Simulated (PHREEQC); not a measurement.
A solution holds 0.1 mol H2SO4, 0.24 mol ZnSO4 and 0.0016 mol CuCl2 per kg of water, at 25 °C. Closed to the air; pH follows from the charge balance.

The numbers come from PHREEQC with the ion-association model, wateq4f.dat.

```
quantity                         before   after
-------------------------------  ------  ------
pH                                 1.22    1.70
ionic strength (mol/kgw)          0.554   0.596
ZnSO4 (mol/kgw)                  0.0823  0.0889
SO4-2 (mol/kgw)                  0.0679  0.0955
SI of Goslarite (ZnSO4:7H2O)      -1.47   -1.43
SI of Chalcanthite (CuSO4:5H2O)   -2.86   -2.79
```

What was changed between the two runs?
(A) CuCl2 replaced by CuSO4 at the same molality
(B) 0.12 mol/kgw RbOH added
(C) ZnSO4 from 0.24 to 0.024 mol/kgw
(D) CuCl2 from 0.0016 to 0.00016 mol/kgw
(E) H2SO4 from 0.1 to 0.2 mol/kgw

B, 0.12 mol/kgw RbOH added

Precipitation was switched off in this run.
